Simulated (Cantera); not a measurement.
What does this Cantera script print?

```python
import numpy as np
import cantera as ct

gas_names = """
    AL ALCL ALCL2 ALCL3 ALH ALN AL2 AL2CL6 CL CL2 H HCL H2 N NH NH2 NH3 N2 N2H2 N2H4
""".split()
cond_names = """
    AL(cr) AL(L) ALCL3(s) ALCL3(L) ALN(s) NH4CL(a) NH4CL(b)
""".split()


# ... load() reads the species with a 1 bar reference pressure and builds the phases ...
atoms = {
    'Al': {'AL': 1},
    'HCl': {'H': 1, 'CL': 1},
    'N2': {'N': 2},
}
top_T = {'ALN(s)': 2750}  # K; cautious upper limits of use, not melting points


# ... equilibrate(T, P, feed) seeds the gas with the atoms and calls Mixture.equilibrate('TP', solver="vcs", rtol=1e-11, max_steps=5000) ...
results = []
T = 1300  # K
P = 18000  # Pa
for m in [0.19, 0.29, 0.43, 0.64, 0.95, 1.4, 2.1, 3.1, 4.7, 7, 10, 15, 23]:
    feed = {'Al': 1, 'HCl': 1.8, 'N2': m}  # mol
    mix = equilibrate(T, P, feed)
    results.append((T, P, feed, dict(zip(mix.species_names, mix.species_moles))))

top = {s: max(r[3][s] / sum(r[3][g] for g in gas_names) for r in results) for s in gas_names}
cols = sorted((s for s in top if top[s] > 1e-06), key=lambda s: -top[s])[:8]
seen = [c for c in cond_names if any(r[3].get(c, 0) > 1e-12 for r in results)]
print("log10 of partial pressures in bar; condensed amounts in mol")
print(f"{'n(N2)':>10s}" + "".join(f"{s[:9]:>10s}" for s in cols + seen))
for T, P, feed, n in results:
    ng = sum(n[g] for g in gas_names)
    print(f"{feed['N2']:10.4g}" + "".join(f"{np.log10(max(n[s] / ng * P / 1e5, 1e-99)):10.3f}" for s in cols)
          + "".join(f"{n.get(c, 0):10.4g}" for c in seen))
```

Result:

```
log10 of partial pressures in bar; condensed amounts in mol
     n(N2)        N2        H2     ALCL3       HCL     ALCL2      ALCL    AL2CL6       NH3    ALN(s)
      0.19    -9.769    -0.976    -1.171    -2.905    -2.511    -2.581    -4.704   -10.255      0.38
      0.29    -2.170    -1.039    -1.216    -1.684    -3.807    -5.129    -4.793    -6.549    0.4605
      0.43    -1.696    -1.085    -1.262    -1.644    -3.917    -5.303    -4.886    -6.381    0.4724
      0.64    -1.431    -1.141    -1.318    -1.647    -3.999    -5.410    -4.999    -6.334    0.4807
      0.95    -1.248    -1.212    -1.389    -1.675    -4.076    -5.494    -5.139    -6.348    0.4877
       1.4    -1.114    -1.296    -1.473    -1.723    -4.155    -5.567    -5.309    -6.408    0.4942
       2.1    -1.009    -1.402    -1.579    -1.794    -4.243    -5.637    -5.520    -6.514    0.5009
       3.1    -0.934    -1.520    -1.697    -1.879    -4.334    -5.701    -5.755    -6.653    0.5072
       4.7    -0.875    -1.661    -1.838    -1.987    -4.438    -5.768    -6.037    -6.835    0.5141
         7    -0.835    -1.808    -1.985    -2.103    -4.542    -5.830    -6.331    -7.036    0.5209
        10    -0.809    -1.947    -2.124    -2.215    -4.640    -5.886    -6.611    -7.232    0.5271
        15    -0.789    -2.113    -2.290    -2.350    -4.754    -5.948    -6.943    -7.471    0.5343
        23    -0.774    -2.294    -2.472    -2.498    -4.877    -6.013    -7.305    -7.735    0.5423
```

Equilibrium computed with Cantera from the NASA thermochemical tables; the gas is ideal and each condensed phase is pure. The tables' values for AlCl2 are old estimates; treat these amounts as uncertain.
